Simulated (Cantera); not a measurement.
Fe₂O₃ + H₂ + H₂O (hydrogen reduction and annealing atmospheres)

Input: 1 mol Fe₂O₃, a varied amount of H₂, 1.9 mol H₂O, at 2223 K and 1000 Pa.

These are equilibrium values from Cantera (NASA tables, ideal gas, pure condensed phases), not measurements of a reactor. Candidate condensed phases: Fe, FeO, Fe(OH)₂, Fe(OH)₃, Fe₂O₃, Fe₃O₄, H₂O; 12 gas species. The numbers say what is thermodynamically allowed, not how fast it happens.

```csv
n(H₂) (mol),x H₂,x H₂O,x H,x Fe,x OH,x FeO
31,0.753,0.135,0.0556,0.0553,0.00143,0.000319
39,0.787,0.109,0.0568,0.0451,0.00114,0.000202
48,0.813,0.0905,0.0578,0.0373,0.000929,0.000134
61,0.838,0.0724,0.0587,0.0298,0.000732,8.30e-5
76,0.857,0.0588,0.0593,0.0242,0.000588,5.36e-5
96,0.873,0.0470,0.0599,0.0194,0.000466,3.37e-5
120,0.886,0.0379,0.0603,0.0156,0.000373,2.16e-5
150,0.896,0.0305,0.0606,0.0126,0.000299,1.38e-5
190,0.905,0.0242,0.0609,0.00999,0.000236,8.63e-6
240,0.911,0.0193,0.0612,0.00794,0.000187,5.41e-6
```
x: gas mole fraction; nothing condenses.

From 31 mol H₂ to 240 mol H₂ nothing is condensed. The main Fe-bearing gas is Fe throughout.
